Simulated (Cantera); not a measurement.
Input: 1 mol Fe3O4, 0.55 mol CH4, a varied amount of CO, held at 2000 K and 1.40 bar.

These are equilibrium values from Cantera (NASA tables, ideal gas, pure condensed phases), not measurements of a reactor. Candidate condensed phases: C, C6H6, C7H8, C8H18, Fe, Fe(CO)5, FeO, Fe(OH)2, Fe(OH)3, Fe2O3, Fe3O4, H2O; 114 gas species. Each liquid is taken as pure. Mutual solubility and eutectic melting of coexisting phases are not modelled. The tables' stoichiometric FeO is somewhat more stable than real wüstite, so its field is too wide. FeO: taken at fixed stoichiometry. Equilibrium is a limit: real reactors are often held back by kinetics, nucleation or transport.

At 0.84 mol CO, list the 5 most abundant gas species with their mole fractions, and the condensed phases.

CO 0.506, H2 0.300, H2O 0.141, CO2 0.0518, H 0.000753. Condensed: Fe(l) + FeO(l).
